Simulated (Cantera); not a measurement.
Charge: 1 mol SiCl4, 15 mol O2, 13 mol H2, 0.12 mol NO, at 602 °C and 0.0740 bar.

Method: chemical equilibrium by Gibbs-energy minimisation in Cantera with the NASA 1993 tables (ideal gas, pure condensed phases). Candidate condensed phases: H2O, NH4Cl, Si, SiO2, Si2N2O, Si3N4; 47 gas species. Kinetics and transport are ignored.

### Question
What is the equilibrium state?

### Answer
| Quantity | Value |
|---|---|
| x(H2O) | 0.475 |
| x(O2) | 0.360 |
| x(HCl) | 0.155 |
| x(Cl2) | 0.00766 |
| x(N2) | 0.00255 |
| x(Cl) | 1.48e-5 |
| x(HOCl) | 3.13e-6 |
| n(SiO2(β-quartz)) | 1.00 mol |
| gas amount | 23.53 mol |
| log10 activity of Si(s) (absent) | -43.32 |
